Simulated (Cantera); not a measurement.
Source: NASA polynomial tables (part measured, part estimated), evaluated in Cantera. Values are per mole of reaction as written; species without (g) are pure solids or liquids, kept so even where they would boil at 1 bar.

Problem. Between 625 and 1825 K, where is each reaction favourable under standard conditions?
- 3 HF(g) + BN ⇌ NH3(g) + B + 3 F(g)

Solution. 
- 3 HF(g) + BN ⇌ NH3(g) + B + 3 F(g): ΔG° is 1173 kJ at 625 K and 992 kJ at 1825 K; it stays positive (K < 1). ΔH° is 1276 kJ and ΔS° 156 J/K at 1825 K.
